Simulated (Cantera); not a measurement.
# Ignition delay

Mixture: 22.7 % CH₃OH, 16.2 % O₂, 61.1 % N₂, equivalence ratio 2.1, at 623 Torr, adiabatic and at constant pressure. Ignition delay is the time to a rise of 400 K.

Model: GRI-Mech 3.0 (53 species, 325 reactions), integrated in Cantera. GRI-Mech 3.0 was tuned for natural gas; its chemistry of methanol as a main component is partial and can be far from experiment.

| T0 (K) | delay (ms) |
|---|---|
| 1125 | 36.1 |
| 1175 | 14.6 |
| 1225 | 6.37 |
| 1275 | 2.99 |
| 1325 | 1.50 |
| 1375 | 0.799 |
| 1425 | 0.450 |
| 1475 | 0.266 |

The apparent activation energy between 1375 and 1475 K comes out as 190 kJ/mol.
